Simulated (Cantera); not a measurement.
A closed system holds: 1 mol Si, 0.96 mol Cl₂, 1.3 mol H₂, at 773 K and 0.250 bar.

Cantera equilibrium calculation (NASA polynomials, part measured and part estimated; ideal gas, pure solids and liquids). Candidate condensed phases: Si; 19 gas species. The tables' values for SiCl₃ are old estimates; treat these amounts as uncertain. The numbers say what is thermodynamically allowed, not how fast it happens.

Base state: H₂ 0.706, SiCl₄ 0.222, SiHCl₃ 0.0688, SiH₂Cl₂ 0.00164, HCl 0.00143, SiCl₃ 6.45e-5 (mole fractions); condensed: Si(s).

**Question.** What changes in the equilibrium state with this change: Cl₂ from 0.96 to 1.7 mol?

**Answer.** 
```tsv
species	before	after
H₂	0.706	0.573
SiCl₄	0.222	0.339
SiHCl₃	0.0688	0.0852
SiCl₃	6.45e-5	8.87e-5
SiH₂Cl₂	0.00164	0.00165
HCl	0.00143	0.00143
Si(s), mol	0.489	0.104
```

**Question.** What changes in the equilibrium state with this change: 1.3 mol O₂ added?

**Answer.** 
```
species               before    after
-------------------  -------  -------
HCl                  0.00143    0.629
H₂O                        0    0.259
Cl₂                    <1e-9    0.109
H₂                     0.706    <1e-9
SiCl₄                  0.222    <1e-9
SiHCl₃                0.0688    <1e-9
O₂                         0  0.00280
SiH₂Cl₂              0.00164    <1e-9
SiCl₃                6.45e-5    <1e-9
Si(s), mol             0.489        0
SiO₂(α-quartz), mol        0     1.00
```
Further candidate phases: H₂O, SiO₂.
